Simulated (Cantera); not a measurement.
A freely propagating, adiabatic, planar premixed flame of CO : H2 : O2 : N2 : CO2 = 1 : 0.1 : 0.5 : 2 : 0.31 (molar parts), equivalence ratio 1.1, unburnt at 400 K and 5.00 bar; multicomponent+Soret transport, grid criteria slope 0.08 and curve 0.16, no radiation.

Cantera simulation using GRI-Mech 3.0 (53 species, 325 reactions); the numbers are that mechanism's predictions, not measurements. The hydrogen kinetics of GRI-Mech 3.0 are dated; newer H2 mechanisms differ, most at raised pressure. Burning velocities carry a grid error of a few per cent, more on coarse grids.

x: mole fraction of selected species; z is measured from the peak of heat release.

```tsv
z (mm)	T (K)	u (m/s)	x CO	x H2	x O2	x H2O	x CO2	x HO2
-0.460	400	0.369	0.256	0.0252	0.128	4.20e-7	0.0793	<1e-8
-0.307	400	0.369	0.256	0.0241	0.128	8.15e-6	0.0794	6.35e-8
-0.230	401	0.369	0.256	0.0226	0.128	4.30e-5	0.0796	3.92e-7
-0.153	412	0.377	0.257	0.0189	0.128	0.000338	0.0805	4.01e-6
-0.0767	?	0.518	0.247	0.0116	0.123	0.00402	0.0931	0.000112
-0.0383	?	0.832	0.216	0.00746	0.104	0.0112	0.128	0.000321
0	?	1.19	0.165	0.00337	0.0717	0.0193	0.189	0.000110
0.0383	?	1.41	0.121	0.00154	0.0466	0.0215	0.242	4.49e-5
0.0767	1810	1.52	0.0980	0.00133	0.0346	0.0215	0.270	2.50e-5
0.153	1960	1.62	0.0793	0.00123	0.0254	0.0226	0.294	1.21e-5
0.307	2081	1.71	0.0653	0.000997	0.0185	0.0242	0.311	5.37e-6
0.613	2170	1.77	0.0539	0.000790	0.0129	0.0253	0.325	2.36e-6
1.23	2234	1.81	0.0451	0.000641	0.00860	0.0260	0.335	1.10e-6
```

Q: Complete the blanks.

A: 
- -0.0767, T (K): 572
- -0.0383, T (K): 934
- 0, T (K): 1377
- 0.0383, T (K): 1658
